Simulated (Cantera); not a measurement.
Input (Python, Cantera) and output of one run.

```python
import numpy as np
import cantera as ct

gas_names = [...]  # 95 gases of nasa_gas.yaml made of C, F, H
cond_names = """
    C(gr) C6H6(L) C7H8(L) C8H18(L),n-octa
""".split()


# ... load() reads the species with a 1 bar reference pressure and builds the phases ...
atoms = {
    'CH2F2': {'C': 1, 'H': 2, 'F': 2},
    'CH4': {'C': 1, 'H': 4},
}
top_T = {'C(gr)': 4500}  # K; cautious upper limits of use, not melting points


# ... equilibrate(T, P, feed) seeds the gas with the atoms and calls Mixture.equilibrate('TP', solver="vcs", rtol=1e-11, max_steps=5000) ...
results = []
feed = {'CH2F2': 1, 'CH4': 0.14}  # mol
P = 100000  # Pa
for T in [2050, 2200, 2350, 2500, 2650, 2800, 2950]:
    mix = equilibrate(T, P, feed)
    results.append((T, P, feed, dict(zip(mix.species_names, mix.species_moles))))
    x = sorted(zip(gas.X, gas.species_names), reverse=True)
    print(f"T = {T:g} K  P = {P:g} Pa  gas = {mix.phase_moles(0):.4g} mol")
    print("   x: " + "  ".join(f"{s} {v:.3e}" for v, s in x if v > 0.0001))
    print("   condensed (mol): " + ("  ".join(f"{mix.phase(i).name} {mix.phase_moles(i):.4g}"
          for i in range(1, mix.n_phases) if mix.phase_moles(i) > 1e-12) or "none"))
```

Result:

```
T = 2050 K  P = 100000 Pa  gas = 2.281 mol
   x: HF 8.768e-01  H2 1.222e-01  H 7.931e-04  C2H2,acetylene 1.298e-04
   condensed (mol): C(gr) 1.139
T = 2200 K  P = 100000 Pa  gas = 2.282 mol
   x: HF 8.763e-01  H2 1.214e-01  H 1.962e-03  C2H2,acetylene 3.111e-04
   condensed (mol): C(gr) 1.139
T = 2350 K  P = 100000 Pa  gas = 2.285 mol
   x: HF 8.752e-01  H2 1.197e-01  H 4.316e-03  C2H2,acetylene 6.606e-04
   condensed (mol): C(gr) 1.137
T = 2500 K  P = 100000 Pa  gas = 2.29 mol
   x: HF 8.732e-01  H2 1.168e-01  H 8.591e-03  C2H2,acetylene 1.263e-03  F 1.342e-04
   condensed (mol): C(gr) 1.134
T = 2650 K  P = 100000 Pa  gas = 2.298 mol
   x: HF 8.697e-01  H2 1.119e-01  H 1.568e-02  C2H2,acetylene 2.197e-03  F 3.681e-04
   condensed (mol): C(gr) 1.129
T = 2800 K  P = 100000 Pa  gas = 2.312 mol
   x: HF 8.640e-01  H2 1.048e-01  H 2.648e-02  C2H2,acetylene 3.495e-03  F 9.171e-04  C2H 1.115e-04
   condensed (mol): C(gr) 1.122
T = 2950 K  P = 100000 Pa  gas = 2.332 mol
   x: HF 8.551e-01  H2 9.501e-02  H 4.164e-02  C2H2,acetylene 5.099e-03  F 2.115e-03  C2H 3.570e-04  CF 2.202e-04  C3 1.814e-04  C4H2 1.141e-04
   condensed (mol): C(gr) 1.111
```

Method: chemical equilibrium by Gibbs-energy minimisation in Cantera with the NASA 1993 tables (ideal gas, pure condensed phases).
